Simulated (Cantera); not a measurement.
## Chlorosilane synthesis and conversion: SiCl4 + HCl + H2

A closed system holds: 1 mol SiCl4, 5 mol HCl, 15 mol H2, held at 1598 K.

Cantera equilibrium calculation (NASA polynomials, part measured and part estimated; ideal gas, pure solids and liquids). Candidate condensed phases: Si; 19 gas species. The tables' values for SiCl3 are old estimates; treat these amounts as uncertain. The numbers say what is thermodynamically allowed, not how fast it happens.

From 10000 Pa to 3000000 Pa nothing is condensed. The main Si-bearing gas is SiCl2 at 10000 Pa and SiCl4 at 3000000 Pa.

| P (Pa) | x H2 | x HCl | x SiCl2 | x SiCl4 | x SiHCl3 | x SiCl3 | x SiH2Cl2 | x H |
|---|---|---|---|---|---|---|---|---|
| 10000 | 0.646 | 0.308 | 0.0363 | 0.00252 | 0.000758 | 0.00608 | 3.80e-5 | 0.000135 |
| 20000 | 0.650 | 0.304 | 0.0326 | 0.00435 | 0.00134 | 0.00756 | 6.86e-5 | 9.60e-5 |
| 42000 | 0.657 | 0.297 | 0.0274 | 0.00728 | 0.00231 | 0.00898 | 0.000123 | 6.66e-5 |
| 85000 | 0.665 | 0.289 | 0.0218 | 0.0110 | 0.00362 | 0.00982 | 0.000199 | 4.71e-5 |
| 170000 | 0.672 | 0.281 | 0.0161 | 0.0151 | 0.00520 | 0.00991 | 0.000298 | 3.35e-5 |
| 350000 | 0.680 | 0.273 | 0.0108 | 0.0195 | 0.00697 | 0.00922 | 0.000416 | 2.35e-5 |
| 720000 | 0.686 | 0.267 | 0.00665 | 0.0234 | 0.00863 | 0.00792 | 0.000532 | 1.64e-5 |
| 1500000 | 0.691 | 0.262 | 0.00378 | 0.0265 | 0.0100 | 0.00636 | 0.000634 | 1.14e-5 |
| 3000000 | 0.694 | 0.259 | 0.00210 | 0.0286 | 0.0110 | 0.00493 | 0.000708 | 8.10e-6 |
x: gas mole fraction; nothing condenses.
